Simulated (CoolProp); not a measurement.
Vapour-liquid equilibrium of ethanol (1) + toluene (2) at 443.4 K; x and y are mole fractions of (1).

Model: multi-fluid Helmholtz-energy mixture model, Schroeder 2014 and Lemmon 2006; pair parameters Bell 2016, in CoolProp.

Give the bubble pressure and the first vapour's composition at x = 0.2, 0.35, 0.95. Is there an azeotrope?

x = 0.2: 0.9698 MPa, y = 0.582; x = 0.35: 1.167 MPa, y = 0.676; x = 0.95: 1.575 MPa, y = 0.962. No azeotrope shows between x = 0.05 and 0.95.

Pair parameters are fitted to limited data, so mixtures are less certain than the pure fluids.
